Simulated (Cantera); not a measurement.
Charge: 1 mol AlN, 3.7 mol O₂, at 1350 °C and 0.210 bar.

Method: chemical equilibrium by Gibbs-energy minimisation in Cantera with the NASA 1993 tables (ideal gas, pure condensed phases). Candidate condensed phases: Al, AlN, Al₂O₃; 16 gas species. Equilibrium is a limit: real reactors are often held back by kinetics, nucleation or transport.

Base state: O₂ 0.854, N₂ 0.144, NO 0.00184, O 3.84e-5 (mole fractions); condensed: Al₂O₃(s).

### Question
What changes in the equilibrium state with this change: O₂ from 3.7 to 0.16 mol?

### Answer
| species | before | after |
|---|---|---|
| N₂ | 0.144 | 1.00 |
| O₂ | 0.854 | <1e-9 |
| NO | 0.00184 | <1e-9 |
| O | 3.84e-5 | <1e-9 |
| Al₂O₃(s), mol | 0.500 | 0.107 |
| AlN(s), mol | 0 | 0.787 |
Mutual solubility and eutectic melting of coexisting phases are not modelled.
